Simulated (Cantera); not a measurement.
Feed: 1 mol Al(CH3)3, 1.7 mol N2O, 330 mol H2, at 10.0 mbar.

Equilibrium computed with Cantera from the NASA thermochemical tables; the gas is ideal and each condensed phase is pure. Candidate condensed phases: Al, AlN, Al2O3, C, C6H6, C7H8, C8H18, H2O; 148 gas species. The feed counts by its element totals alone. Equilibrium is a limit: real reactors are often held back by kinetics, nucleation or transport.

At 850 °C, list the 4 most abundant gas species with their mole fractions, and the condensed phases.

H2 0.994, N2 0.00505, CO 0.000594, CH4 0.000290. Condensed: Al2O3(s) + C(graphite).
